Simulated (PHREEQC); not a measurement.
A PHREEQC speciation (ion-association model, phreeqc.dat) at 75 °C gives pH 1.88 and these molalities:

```csv
species,mol/kgw
Cl-,0.274
FeCl+2,0.0458
CuCl+,0.0301
FeSO4+,0.0298
Cu+2,0.0224
H+,0.0176
FeOH+2,0.0137
HSO4-,0.0103
SO4-2,0.00870
Fe2(OH)2+4,0.00800
Fe+3,0.00586
FeHSO4+2,0.00383
FeCl2+,0.00263
CuCl2,0.00250
CuSO4,0.00199
Fe(SO4)2-,0.00116
Fe(OH)2+,0.000493
Fe3(OH)4+5,0.000239
FeCl3,2.69e-5
CuCl3-,5.77e-6
CuCl4-2,4.39e-8
Fe(OH)3,1.87e-8
```

**Question.** What are the element totals, and what could have been dissolved in 1 kg of water to give them?

**Answer.** One answer among several that fit: totals Cl 0.360, Cu(2) 0.0570, Fe(3) 0.120, S(6) 0.0570 mol/kgw, from 0.057 mol CuSO4, 0.00016 mol HCl and 0.12 mol FeCl3 per kg of water.

This is a speciation only: nothing precipitates in the calculation. Examples of supersaturated solids here: Hematite (slow to form), Goethite (slow to form). Others may be too. At this temperature some constants are extrapolated from 25 °C, and those without enthalpy data are left unchanged.
